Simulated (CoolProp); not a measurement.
The numbers come from the reference Helmholtz-energy equation of state, Lemmon 2006 in CoolProp. It is a short technical equation, of lower accuracy than the large ones.

Task: Give the vapour pressure (MPa), liquid density (kg/m³), enthalpy of vaporisation (kJ/kg), vapour Z of saturated hydrogen sulfide at 247.3, 251.9, 265.7 K.

Result: 
| T (K) | p (MPa) | liquid density (kg/m³) | enthalpy of vaporisation (kJ/kg) | vapour Z |
|---|---|---|---|---|
| 247.3 | 0.444 | 886 | 503 | 0.935 |
| 251.9 | 0.523 | 877 | 496 | 0.928 |
| 265.7 | 0.824 | 849 | 475 | 0.902 |
